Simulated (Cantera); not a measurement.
Charge: 1 mol PbO, 0.04 mol CO, a varied amount of H₂, at 750 Torr.

Method: chemical equilibrium by Gibbs-energy minimisation in Cantera with the NASA 1993 tables (ideal gas, pure condensed phases). Candidate condensed phases: C, C₆H₆, C₇H₈, C₈H₁₈, H₂O, Pb, PbO, PbO₂, Pb₃O₄; 113 gas species. Rates play no part.

Stable condensed phases, one row left out:

```
T in K \ n(H₂) in mol
         3.5  12  20  28  36  45  53
   1623    A   A   B   B   B   B   B
   1473    A   A   A   A   A   A   B
   1398    A   A   A   A   A   A   A
   1323    A   A   A   A   A   A   A
   1248    A   A   A   A   A   A   A
   1173    A   A   A   A   A   A   A
   1098    A   A   A   A   A   A   A
   1023    A   A   A   A   A   A   A
    948    A   A   A   A   A   A   A
    873    A   A   A   A   A   A   A
    798    A   A   A   A   A   A   A
    723    A   A   A   A   A   A   A
```

A: Pb; B: gas only.

Question: Give the row for 1548 K.

Answer: 3.5: Pb; 12: Pb; 20: Pb; 28: gas only; 36: gas only; 45: gas only; 53: gas only.
